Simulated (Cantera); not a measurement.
Gas mixture: O2 = 0.13 (molar parts), at 4.28 Torr, frozen composition.

Cantera's kinetic-theory transport with the Lennard-Jones parameters of GRI-Mech 3.0, ideal gas; thermal conductivity in the multicomponent form.

D: mixture-averaged diffusion coefficient of that species in the mixture.

| T (K) | ρ (kg/m³) | cp (J/kg/K) | μ (µPa s) | λ (mW/m/K) | Pr | D (cm²/s) O | D (cm²/s) C2H2 | D (cm²/s) H2O |
|---|---|---|---|---|---|---|---|---|
| 400 | 0.00548 | 941.4 | 25.6 | 33.9 | 0.712 | 96.6 | 49.8 | 71.0 |
| 650 | 0.00337 | 1017 | 36.0 | 51.6 | 0.710 | 220 | 116 | 175 |
| 900 | 0.00244 | 1074 | ___ | ___ | 0.709 | ___ | ___ | ___ |
| 1150 | 0.00191 | 1109 | 52.5 | 82.1 | 0.709 | 572 | 307 | 480 |
| 1400 | 0.00157 | 1134 | 59.7 | 95.6 | 0.708 | 793 | 426 | 672 |
| 1650 | 0.00133 | 1155 | 66.4 | 108 | 0.708 | 1040 | 560 | 889 |
| 1900 | 0.00115 | 1174 | ___ | ___ | 0.707 | ___ | ___ | ___ |

**Question.** Some entries are withheld; supply them.

**Answer.** 
- 900, μ (µPa s): 44.7
- 900, λ (mW/m/K): 67.7
- 900, D (cm²/s) O: 380
- 900, D (cm²/s) C2H2: 203
- 900, D (cm²/s) H2O: 313
- 1900, μ (µPa s): 72.7
- 1900, λ (mW/m/K): 121
- 1900, D (cm²/s) O: 1310
- 1900, D (cm²/s) C2H2: 708
- 1900, D (cm²/s) H2O: 1130
